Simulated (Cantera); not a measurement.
Adiabatic ignition

An adiabatic, constant-pressure homogeneous reactor starts with H2 : O2 : N2 = 1.6 : 0.562 : 2.11 (molar parts), at 1423 K and 1.00 bar.

Detailed kinetics in Cantera: the H2/O2 subset of GRI-Mech 3.0, which has no nitrogen chemistry.

```tsv
t (s)	T (K)	x H2	x O2	x H2O2	x HO2	x OH	x H
1.00e-6	1423	0.375	0.132	6.96e-10	1.20e-7	1.07e-8	1.52e-7
2.46e-6	1423	0.375	0.132	4.13e-9	3.10e-7	6.00e-8	7.66e-7
6.06e-6	1423	0.375	0.132	2.98e-8	1.39e-6	1.34e-6	1.67e-5
1.49e-5	1454	0.336	0.116	8.14e-7	4.48e-5	0.00192	0.0223
3.67e-5	2199	0.118	0.0108	3.16e-7	4.80e-6	0.0244	0.0951
9.04e-5	2593	0.125	0.00589	1.68e-7	2.67e-6	0.0252	0.0566
0.000223	2810	0.126	0.00332	1.86e-7	2.17e-6	0.0217	0.0373
0.000548	2845	0.127	0.00292	1.92e-7	2.07e-6	0.0208	0.0343
0.00135	2845	0.127	0.00292	1.92e-7	2.07e-6	0.0208	0.0343
0.00332	2845	0.127	0.00292	1.92e-7	2.07e-6	0.0208	0.0343
0.00817	2845	0.127	0.00292	1.92e-7	2.07e-6	0.0208	0.0343
0.0201	2845	0.127	0.00292	1.92e-7	2.07e-6	0.0208	0.0343
0.0495	2845	0.127	0.00292	1.92e-7	2.07e-6	0.0208	0.0343
0.122	2845	0.127	0.00292	1.92e-7	2.07e-6	0.0208	0.0343
0.300	2845	0.127	0.00292	1.92e-7	2.07e-6	0.0208	0.0343
```
x: mole fraction; the columns are a selection and need not sum to one.

The time of steepest temperature rise is 17.5 µs and the temperature at 0.300 s is 2845 K. The equilibrium temperature is 2845 K and the x(H2) at 0.300 s is 0.127 (gas-phase equilibrium 0.127). The x(O2) at 0.300 s comes out as 0.00292 (gas-phase equilibrium 0.00292) and the x(H2O2) at 0.300 s is 1.92e-7 (gas-phase equilibrium 1.92e-7).
